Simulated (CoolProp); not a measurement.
Saturation properties of toluene (Tc = 318.6 °C, pc = 4126 kPa, ω = 0.266).

Model: reference Helmholtz-energy equation of state, Lemmon 2006, in CoolProp. It is a short technical equation, of lower accuracy than the large ones.

```csv
T (°C),p (kPa),liquid density (kg/m³),vapour Z,surface tension (mN/m),liquid viscosity (µPa s),vapour viscosity (µPa s)
90.65,55.44,799.3,0.9735,20.1,290,8.38
99.75,73.68,790.2,0.9676,19.1,270,8.57
108.85,96.40,780.9,0.9609,18.1,252,8.76
117.85,124.0,771.6,0.9533,17.1,236,8.95
126.95,157.7,762.1,0.9448,16.1,221,9.15
136.05,198.2,752.3,0.9353,15.1,208,9.34
145.15,246.3,742.4,0.9247,14.1,196,9.54
154.25,302.9,732.2,0.9131,13.2,184,9.73
163.25,368.1,721.8,0.9005,12.3,174,9.93
172.35,444.3,711.1,0.8866,11.3,164,10.1
181.45,532.0,700.0,0.8715,10.4,155,10.4
```

It boils at 110.6 °C under 1 atm.

Viscosity comes from a separate model (Avgeri 2015). Surface tension comes from a separate correlation (Mulero 2012).
